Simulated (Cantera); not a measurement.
# Pyrogenic steam for wet oxidation

An isothermal, constant-pressure homogeneous reactor starts with H2 : O2 : N2 = 0.93 : 1 : 11 (molar parts), equivalence ratio 0.47, at 1423 K and 0.132 atm.

Cantera simulation using the H2/O2 subset of GRI-Mech 3.0, which has no nitrogen chemistry; the numbers are that mechanism's predictions, not measurements. The temperature is held fixed by assumption; the heat of reaction is taken as removed at once.

| t (s) | x H2 | x O2 | x HO2 | x H2O | x OH |
|---|---|---|---|---|---|
| 1.00e-6 | 0.0719 | 0.0773 | 1.78e-9 | 3.65e-12 | 3.55e-11 |
| 5.24e-6 | 0.0719 | 0.0773 | 9.33e-9 | 4.26e-10 | 7.53e-10 |
| 2.75e-5 | 0.0719 | 0.0773 | 4.89e-8 | 3.89e-8 | 1.32e-8 |
| 0.000144 | 0.0719 | 0.0773 | 4.12e-7 | 3.58e-5 | 5.88e-6 |
| 0.000756 | 0.00721 | 0.0441 | 2.35e-6 | 0.0501 | 0.00402 |
| 0.00397 | 0.00395 | 0.0430 | 2.35e-6 | 0.0643 | 0.00293 |
| 0.0208 | 0.000346 | 0.0427 | 1.15e-6 | 0.0737 | 0.000855 |
| 0.109 | 1.41e-5 | 0.0429 | 9.86e-8 | 0.0745 | 0.000174 |
| 0.572 | 1.52e-6 | 0.0429 | 1.97e-8 | 0.0746 | 5.76e-5 |
| 3.00 | 6.41e-7 | 0.0429 | 1.72e-8 | 0.0746 | 3.74e-5 |
x: mole fraction; the columns are a selection and need not sum to one.

Equilibrium at this temperature and pressure: H2 6.35e-7, O2 0.0429, HO2 1.73e-8, H2O 0.0746, OH 3.72e-5 (gas phase only).
